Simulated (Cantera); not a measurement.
Input (Python, Cantera) and output of one run.

```python
import numpy as np
import cantera as ct

gas_names = [...]  # 139 gases of nasa_gas.yaml made of C, Cu, H, N, O
cond_names = """
    C(gr) C6H6(L) C7H8(L) C8H18(L),n-octa Cu(cr) Cu(L) CuO(s) CuO2H2(s) Cu2O(s) Cu2O(L) H2O(s) H2O(L)
""".split()


# ... load() reads the species with a 1 bar reference pressure and builds the phases ...
atoms = {
    'Cu2O': {'Cu': 2, 'O': 1},
    'CH4': {'C': 1, 'H': 4},
    'N2': {'N': 2},
}
top_T = {'C(gr)': 4500, 'CuO(s)': 1390}  # K; cautious upper limits of use, not melting points


# ... equilibrate(T, P, feed) seeds the gas with the atoms and calls Mixture.equilibrate('TP', solver="vcs", rtol=1e-11, max_steps=5000) ...
results = []
feed = {'Cu2O': 1, 'CH4': 2.2, 'N2': 2.2}  # mol
T = 1698  # K
P = 133.322  # Pa
mix = equilibrate(T, P, feed)
results.append((T, P, feed, dict(zip(mix.species_names, mix.species_moles))))
x = sorted(zip(gas.X, gas.species_names), reverse=True)
print(f"T = {T:g} K  P = {P:g} Pa  gas = {mix.phase_moles(0):.4g} mol")
print("   x: " + "  ".join(f"{s} {v:.3e}" for v, s in x if v > 1e-06))
print("   condensed (mol): " + ("  ".join(f"{mix.phase(i).name} {mix.phase_moles(i):.4g}"
      for i in range(1, mix.n_phases) if mix.phase_moles(i) > 1e-12) or "none"))
```

Output:

```
T = 1698 K  P = 133.322 Pa  gas = 8.613 mol
   x: H2 5.087e-01  N2 2.548e-01  CO 1.161e-01  Cu 1.161e-01  H 2.825e-03  HCN 1.304e-03  Cu2 1.390e-04  HNC 3.882e-05  C2H2,acetylene 3.666e-05
   condensed (mol): C(gr) 1.188  Cu(L) 0.9979
```

Equilibrium computed with Cantera from the NASA thermochemical tables; the gas is ideal and each condensed phase is pure.
